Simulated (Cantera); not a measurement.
**Diamond growth**

A diamond (100) surface in a fixed gas of H2 with x(CH4) = 0.0055, x(H) = 0.0007, x(CH3) = 3.6e-05, at 1175 K; coverages are run to steady state.

Detailed kinetics in Cantera: the Harris–Goodwin 1993 mechanism for the reconstructed diamond (100) surface.

```
P (Pa)  growth (µm/h)  θ c6HH  θ c6H*  θ c6*H  θ c6**    θ c6HM
------  -------------  ------  ------  ------  ------  --------
520           0.00895   0.485  0.0343   0.461  0.0188  0.000106
860            0.0165   0.485  0.0343   0.461  0.0188  0.000175
1400           0.0308   0.485  0.0343   0.461  0.0188  0.000284
2300           0.0606   0.485  0.0342   0.461  0.0188  0.000460
3800            0.126   0.485  0.0342   0.461  0.0188  0.000744
6200            0.267   0.484  0.0342   0.460  0.0188   0.00117
10000           0.576   0.484  0.0342   0.460  0.0188   0.00178
17000            1.36   0.483  0.0341   0.459  0.0187   0.00275
```
θ: site fractions in the mechanism's names (c6HH fully hydrogenated, c6H* and c6*H radical sites, c6** diradical, c6HM methylated).
